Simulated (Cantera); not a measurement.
Feed: 1 mol BN, a varied amount of F₂, held at 1825 °C and 0.00140 bar.

Equilibrium computed with Cantera from the NASA thermochemical tables; the gas is ideal and each condensed phase is pure. Candidate condensed phases: B, BN; 13 gas species. Equilibrium is a limit: real reactors are often held back by kinetics, nucleation or transport.

Q: At 4.1 mol F₂, list the 3 most abundant gas species with their mole fractions, and the condensed phases.

A: F 0.776, BF₃ 0.149, N₂ 0.0746. Condensed: gas only.
